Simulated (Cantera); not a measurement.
Cantera with NASA thermochemical tables; ideal gases at 1 bar, condensed phases pure. Values are per mole of reaction as written; species without (g) are pure solids or liquids, kept so even where they would boil at 1 bar. ZrN: taken at fixed stoichiometry.

Between 523 and 1923 K, where is each reaction favourable under standard conditions?
- 2 NO(g) + 3 Zr → ZrO2(g) + 2 ZrN
- ZrO2 + 3 N(g) → 2 NO(g) + ZrN
- ZrN + 3 NO2(g) → 4 NO(g) + ZrO2(g)


- 2 NO(g) + 3 Zr → ZrO2(g) + 2 ZrN: ΔG° is -1102 kJ at 523 K and -838 kJ at 1923 K; it stays negative (K > 1). ΔH° is -1203 kJ and ΔS° -190 J/K at 1923 K.
- ZrO2 + 3 N(g) → 2 NO(g) + ZrN: ΔG° is -476 kJ at 523 K and -367 kJ at 1923 K; it stays negative (K > 1). ΔH° is -534 kJ and ΔS° -87 J/K at 1923 K.
- ZrN + 3 NO2(g) → 4 NO(g) + ZrO2(g): ΔG° is 154 kJ at 523 K and -331 kJ at 1923 K; it changes sign between 923 and 1123 K. ΔH° is 313 kJ and ΔS° 335 J/K at 1923 K.
